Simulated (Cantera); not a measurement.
Input (Python, Cantera):

```python
import numpy as np
import cantera as ct

gas = ct.Solution("h2o2.yaml")
gas.TPX = 450, 14000, {'H2': 1, 'O2': 0.833, 'N2': 3.13}
flame = ct.FreeFlame(gas, width=0.16)
flame.set_refine_criteria(ratio=3, slope=0.08, curve=0.16)
flame.transport_model = "mixture-averaged"
flame.solve(loglevel=0, auto=True)
flame.transport_model = "multicomponent"
flame.soret_enabled = False
flame.solve(loglevel=0, refine_grid=True)
z, T = flame.grid, flame.T
thick = (T[-1] - T[0]) / np.gradient(T, z).max()
show = ['H2', 'O2', 'O', 'H2O', 'HO2', 'H2O2']
print(f"laminar burning velocity  {flame.velocity[0] * 100:.3f} cm/s")
print(f"burnt temperature         {T[-1]:.1f} K")
print(f"thermal thickness         {thick * 1e3:.4f} mm")
print(f"grid points               {len(z)}")
z0 = z[flame.heat_release_rate.argmax()]
print(f"{'z/mm':>9s}{'T/K':>9s}{'u/(m/s)':>9s}" + "".join(f"{s:>11s}" for s in show))
rows = []
for k in (-3, -2, -1.5, -1, -0.5, -0.25, 0, 0.25, 0.5, 1, 2, 4, 8):
    zz = z0 + k * thick
    rows.append([k * thick, np.interp(zz, z, T), np.interp(zz, z, flame.velocity),
                 *(np.interp(zz, z, flame.X[gas.species_index(s)]) for s in show)])
    print(f"{rows[-1][0] * 1e3:9.3f}{rows[-1][1]:9.1f}{rows[-1][2]:9.3f}" + "".join(f"{x:11.3e}" for x in rows[-1][3:]))
```

Output:

```
laminar burning velocity  231.034 cm/s
burnt temperature         1946.2 K
thermal thickness         5.0369 mm
grid points               116
     z/mm      T/K  u/(m/s)         H2         O2          O        H2O        HO2       H2O2
  -15.111    450.0    2.310  2.015e-01  1.678e-01  6.322e-15  5.334e-13  3.039e-13  1.881e-15
  -10.074    450.0    2.310  2.015e-01  1.678e-01  7.706e-13  4.809e-11  3.489e-11  2.487e-13
   -7.555    450.0    2.310  2.015e-01  1.678e-01  1.675e-11  1.011e-09  8.781e-10  6.518e-12
   -5.037    450.0    2.310  2.014e-01  1.679e-01  1.856e-09  1.362e-07  1.505e-07  1.333e-09
   -2.518    463.0    2.364  1.965e-01  1.684e-01  4.271e-06  7.101e-04  8.877e-05  5.089e-06
   -1.259    648.8    3.244  1.659e-01  1.645e-01  1.374e-04  1.733e-02  5.521e-05  7.724e-06
    0.000   1009.2    4.903  8.444e-02  1.343e-01  4.190e-03  8.627e-02  2.279e-05  9.584e-07
    1.259   1269.9    6.114  2.500e-02  9.159e-02  1.176e-02  1.597e-01  1.253e-05  1.286e-06
    2.518   1396.7    6.691  1.544e-02  8.126e-02  1.332e-02  1.773e-01  9.351e-06  9.767e-07
    5.037   1529.7    7.274  1.344e-02  7.777e-02  1.197e-02  1.862e-01  7.133e-06  5.602e-07
   10.074   1656.8    7.814  1.101e-02  7.560e-02  9.376e-03  1.949e-01  5.322e-06  2.886e-07
   20.147   1768.5    8.277  7.751e-03  7.423e-02  6.323e-03  2.036e-01  3.690e-06  1.529e-07
   40.295   1852.0    8.615  4.563e-03  7.373e-02  3.612e-03  2.110e-01  2.323e-06  8.854e-08
```

Cantera simulation using the H2/O2 subset of GRI-Mech 3.0, which has no nitrogen chemistry; the numbers are that mechanism's predictions, not measurements. Burning velocities carry a grid error of a few per cent, more on coarse grids. Lean hydrogen flames are cellular in practice and burn faster than this planar one.
